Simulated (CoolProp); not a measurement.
Vapour-liquid equilibrium of propylene (1) + R115 (2) at 1.09 MPa; x and y are mole fractions of (1).

The numbers come from the multi-fluid Helmholtz-energy mixture model, Lemmon 2013 and Lemmon 2016; pair parameters Bell 2016 in CoolProp.

```json
[
 {"x": "0.05", "bubble temperature (°C)": "30.3", "y at the bubble point": "0.084", "dew temperature at overall composition x (°C)": "31.1", "liquid density (mol/L)": "8.245"},
 {"x": "0.125", "bubble temperature (°C)": "27.6", "y at the bubble point": "0.195", "dew temperature at overall composition x (°C)": "29.3", "liquid density (mol/L)": "8.490"},
 {"x": "0.2", "bubble temperature (°C)": "25.3", "y at the bubble point": "0.291", "dew temperature at overall composition x (°C)": "27.5", "liquid density (mol/L)": "8.735"},
 {"x": "0.275", "bubble temperature (°C)": "23.5", "y at the bubble point": "0.373", "dew temperature at overall composition x (°C)": "25.7", "liquid density (mol/L)": "8.983"},
 {"x": "0.35", "bubble temperature (°C)": "22.0", "y at the bubble point": "0.444", "dew temperature at overall composition x (°C)": "24.0", "liquid density (mol/L)": "9.236"},
 {"x": "0.425", "bubble temperature (°C)": "20.9", "y at the bubble point": "0.506", "dew temperature at overall composition x (°C)": "22.4", "liquid density (mol/L)": "9.499"},
 {"x": "0.5", "bubble temperature (°C)": "20.0", "y at the bubble point": "0.562", "dew temperature at overall composition x (°C)": "21.0", "liquid density (mol/L)": "9.775"},
 {"x": "0.575", "bubble temperature (°C)": "19.5", "y at the bubble point": "0.614", "dew temperature at overall composition x (°C)": "19.9", "liquid density (mol/L)": "10.07"},
 {"x": "0.65", "bubble temperature (°C)": "19.2", "y at the bubble point": "0.664", "dew temperature at overall composition x (°C)": "19.2", "liquid density (mol/L)": "10.38"},
 {"x": "0.725", "bubble temperature (°C)": "19.2", "y at the bubble point": "0.717", "dew temperature at overall composition x (°C)": "19.2", "liquid density (mol/L)": "10.72"},
 {"x": "0.8", "bubble temperature (°C)": "19.4", "y at the bubble point": "0.774", "dew temperature at overall composition x (°C)": "19.6", "liquid density (mol/L)": "11.08"},
 {"x": "0.875", "bubble temperature (°C)": "20.1", "y at the bubble point": "0.842", "dew temperature at overall composition x (°C)": "20.6", "liquid density (mol/L)": "11.46"},
 {"x": "0.95", "bubble temperature (°C)": "21.4", "y at the bubble point": "0.927", "dew temperature at overall composition x (°C)": "21.8", "liquid density (mol/L)": "11.86"}
]
```

y crosses x between x = 0.65 and 0.725: the model has an azeotrope there.

Pair parameters are fitted to limited data, so mixtures are less certain than the pure fluids.
